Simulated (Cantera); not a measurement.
A perfectly stirred reactor is fed with NO : N2 = 1 : 0.9 (molar parts), at 375 Torr; it is held at 1873 K, and followed from long to short residence time.

Model: GRI-Mech 3.0 (53 species, 325 reactions), integrated in Cantera.

One state of this run: x NO = 0.383; x O = 9.44e-5; x N2 = 0.545; x O2 = 0.0713; x N2O = 5.97e-5; x NO2 = 0.000348. x: mole fraction; the columns are a selection and need not sum to one.

**Question.** Which value of τ (s) does it belong to?
(A) 1.6
(B) 0.049
(C) 0.12
(D) 0.020

**Answer.** A, 1.6
